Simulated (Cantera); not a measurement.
A closed system holds: 1 mol TiO₂, 13 mol H₂, at 13.3 mbar.

Equilibrium computed with Cantera from the NASA thermochemical tables; the gas is ideal and each condensed phase is pure. Candidate condensed phases: H₂O, Ti, TiO, TiO₂, Ti₂O₃, Ti₃O₅, Ti₄O₇; 12 gas species. Mutual solubility and eutectic melting of coexisting phases are not modelled. Condensed phases not in the tables: Magnéli phases beyond Ti₄O₇. Equilibrium is a limit: real reactors are often held back by kinetics, nucleation or transport.

Over these rows the condensed part is TiO₂(rutile) + Ti₄O₇(s). Partial pressures as log10 of bar:

```csv
T (K),1000/T (1/K),log p H₂O,log p H₂
1023,0.9775,-5.85,-1.88
1123,0.8905,-5.25,-1.88
1223,0.8177,-4.74,-1.88
1323,0.7559,-4.31,-1.88
1423,0.7027,-3.93,-1.88
1523,0.6566,?,-1.88
```

Problem. Fit log p(H₂O) = a + b·(1000/T) to the five rows, give the apparent enthalpy, and predict the row at 1523 K.

Solution. Means: 1000/T = 0.8289, log p = -4.816. Sxy = -0.329989, Sxx = 0.0472574, so b = -6.98 and a = -4.816 − (-6.98)×0.8289 = 0.97.
Apparent enthalpy: −19.145 × (-6.98) = 134 kJ/mol. With the condensed phases at unit activity, 4 TiO₂(rutile) + H₂(g) = H₂O(g) + Ti₄O₇(s) links this pressure to the main gases: over the six rows their terms move log p by +0.00 in all, so the slope is close to that reaction's ΔH°. The five rows lie within 0.01 of the line.
Prediction at 1523 K: 0.97 + (-6.98)×0.6566 = -3.61. The computed value is -3.61, 0.00 from the line.
